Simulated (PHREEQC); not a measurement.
Metal-bearing waste water: speciation

Consider water at 25 °C with 28 mmol/kgw ZnSO4, 0.86 mmol/kgw H2SO4 and 15 mmol/kgw NaCl. Closed to the air; pH follows from the charge balance.

All values are PHREEQC results (ion-association model, phreeqc.dat), not measurements.

Each row changes one thing in this solution. Precipitation was switched off in this run.

| case | pH | ionic strength (mol/kgw) | Zn+2 (mol/kgw) | SO4-2 (mol/kgw) | ZnSO4 (mol/kgw) | Zn(SO4)2-2 (mol/kgw) | SI of Halite (NaCl) |
|---|---|---|---|---|---|---|---|
| as made | 3.06 | 0.0835 | 0.0169 | 0.0157 | 0.00958 | 0.00125 | -5.45 |
| ZnSO4 from 0.028 to 0.28 mol/kgw | 3.31 | 0.551 | (withheld) | 0.0840 | 0.0953 | 0.0496 | -5.62 |
| ZnSO4 from 0.028 to 0.0028 mol/kgw | 2.88 | 0.0261 | 0.00228 | 0.00284 | (withheld) | 1.07e-5 | (withheld) |
| temperature from 25 to 65 °C | 3.26 | 0.0796 | 0.0158 | 0.0151 | 0.0102 | 0.000989 | -5.51 |
| temperature from 25 to 15 °C | 3.03 | 0.0847 | 0.0172 | 0.0159 | 0.00930 | 0.00133 | -5.43 |
| NaCl from 0.015 to 0.15 mol/kgw | (withheld) | 0.225 | 0.0190 | (withheld) | 0.00585 | 0.000799 | -3.52 |
| temperature from 25 to 45 °C | 3.14 | 0.0814 | 0.0163 | 0.0153 | 0.00999 | 0.00111 | -5.48 |
| H2SO4 from 0.00086 to 0.0086 mol/kgw | 2.07 | 0.0939 | 0.0168 | 0.0170 | 0.00957 | 0.00136 | -5.46 |

Question: Complete the blanks.

Answer: 
- ZnSO4 from 0.028 to 0.28 mol/kgw, Zn+2 (mol/kgw): 0.134
- ZnSO4 from 0.028 to 0.0028 mol/kgw, ZnSO4 (mol/kgw): 0.000454
- ZnSO4 from 0.028 to 0.0028 mol/kgw, SI of Halite (NaCl): -5.36
- NaCl from 0.015 to 0.15 mol/kgw, pH: 3.04
- NaCl from 0.015 to 0.15 mol/kgw, SO4-2 (mol/kgw): 0.0173

Away from 25 °C the constants follow the database's enthalpies or fits; those with neither stay at their 25 °C values.
